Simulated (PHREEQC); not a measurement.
Consider water at 80 °C with 0.00042 mol Ag2SO4, 3.8e-05 mol KBr and 0.0099 mol Zn(NO3)2 per kg of water. It is in equilibrium with CO2 at log p = -3.4 (atm). Otherwise closed; pH follows from the charge balance.

Equilibrium calculation in PHREEQC: ion-association model, wateq4f.dat.

Precipitation was switched off in this run.

**Question.** What pH does the model give?

**Answer.** pH 4.87.

**Question.** In which forms is Ag present?

**Answer.** Ag+ 95 %, AgBr 4.1 %, AgNO3 0.7 % of the Ag.

The solution is supersaturated, for example in Bromyrite, so a real one may precipitate; this is no full list. Constants without temperature data keep their 25 °C values here.
